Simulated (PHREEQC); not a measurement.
Dissolve 2.6e-05 mol/kgw H4SiO4 at 88 °C. Closed to the air; pH follows from the charge balance.

All values are PHREEQC results (ion-association model, wateq4f.dat), not measurements.

The pH is 6.22 and the ionic strength is 6.01e-7 mol/kgw.

| species | molality | activity | log γ |
|---|---|---|---|
| H4SiO4 | 2.60e-5 | 2.60e-5 | 0.000 |
| H+ | 6.01e-7 | 6.00e-7 | 0.000 |
| OH- | 5.72e-7 | 5.71e-7 | 0.000 |
| H3SiO4- | 2.89e-8 | 2.89e-8 | 0.000 |

No solid was allowed to form. Constants without temperature data keep their 25 °C values here.
